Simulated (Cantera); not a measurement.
# Equilibrium for silicon epitaxy and polysilicon growth: Si2H6 + HCl + H2 + NH3

Input: 1 mol Si2H6, 0.036 mol HCl, 710 mol H2, 0.11 mol NH3, at 0.133 bar.

Method: chemical equilibrium by Gibbs-energy minimisation in Cantera with the NASA 1993 tables (ideal gas, pure condensed phases). Candidate condensed phases: NH4Cl, Si, Si3N4; 28 gas species. The feed counts by its element totals alone. Mutual solubility and eutectic melting of coexisting phases are not modelled. Gases not in the tables: Si2H6 and higher silanes. Rates play no part.

From 552 °C to 1152 °C the condensed part is Si(s) + Si3N4(s). From 1252 °C to 1352 °C the condensed part is Si(s). At 1452 °C the condensed part is Si(l). The main Si-bearing gas is SiH2Cl2 at 552 °C and SiH2 at 1452 °C.

```csv
T (°C),x H2,x H,x N2,x HCl,x SiH2,n Si(s),n Si3N4(s),n Si(l)
552,1.000,2.17e-11,<1e-12,4.94e-5,<1e-12,1.92,0.0275,0
652,1.000,7.13e-10,3.22e-12,5.03e-5,8.88e-12,1.92,0.0275,0
752,1.000,1.19e-8,3.66e-10,5.04e-5,1.90e-10,1.92,0.0275,0
852,1.000,1.22e-7,1.78e-8,5.04e-5,2.37e-9,1.92,0.0275,0
952,1.000,8.54e-7,4.57e-7,5.05e-5,1.95e-8,1.92,0.0273,0
1052,1.000,4.48e-6,7.12e-6,5.05e-5,1.17e-7,1.92,0.0250,0
1152,1.000,1.87e-5,7.50e-5,5.05e-5,5.42e-7,2.00,0.000722,0
1252,1.000,6.48e-5,7.71e-5,5.04e-5,2.06e-6,2.00,0,0
1352,1.000,0.000193,7.71e-5,5.04e-5,6.61e-6,1.99,0,0
1452,0.999,0.000508,7.71e-5,5.04e-5,1.72e-5,0,0,1.98
```
x: gas mole fraction; n: condensed amount in mol.
